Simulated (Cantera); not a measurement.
A Cantera script and what it prints.

```python
import numpy as np
import cantera as ct

gas_names = """
    H H2 N NH NH2 NH3 N2 N2H2 N2H4 Pb Pb2
""".split()
cond_names = """
    Pb(cr) Pb(L)
""".split()


# ... load() reads the species with a 1 bar reference pressure and builds the phases ...
atoms = {
    'Pb': {'Pb': 1},
    'H2': {'H': 2},
    'N2': {'N': 2},
}
top_T = {}  # K; cautious upper limits of use, not melting points


# ... equilibrate(T, P, feed) seeds the gas with the atoms and calls Mixture.equilibrate('TP', solver="vcs", rtol=1e-11, max_steps=5000) ...
results = []
feed = {'Pb': 1, 'H2': 5.2, 'N2': 2.4}  # mol
T = 1550  # K
P = 200  # Pa
mix = equilibrate(T, P, feed)
results.append((T, P, feed, dict(zip(mix.species_names, mix.species_moles))))
print(gas.report(threshold=1e-06))
for i in range(1, mix.n_phases):
    print(f"{mix.phase(i).name:16s} {mix.phase_moles(i):12.5e} mol")
```

Output:

```
       temperature   1550 K
          pressure   200 Pa
           density   0.000514 kg/m^3
  mean mol. weight   33.121 kg/kmol
   phase of matter   gas

                          1 kg             1 kmol
                     ---------------   ---------------
          enthalpy        1.8113e+06        5.9992e+07  J
   internal energy        1.4222e+06        4.7105e+07  J
           entropy            7858.2        2.6027e+05  J/K
    Gibbs function       -1.0369e+07       -3.4343e+08  J
 heat capacity c_p            965.46             31977  J/K
 heat capacity c_v            714.43             23662  J/K

                      mass frac. Y      mole frac. X     chem. pot. / RT
                     ---------------   ---------------   ---------------
                 H         1.666e-05        0.00054742           -12.709
                H2          0.036777           0.60421           -25.417
                N2           0.23598           0.27899           -33.605
                Pb           0.72722           0.11625           -16.416
     [   +7 minor]        4.9354e-06           4.2e-07

Pb(L)             0.00000e+00 mol
```

Cantera equilibrium calculation (NASA polynomials, part measured and part estimated; ideal gas, pure solids and liquids).
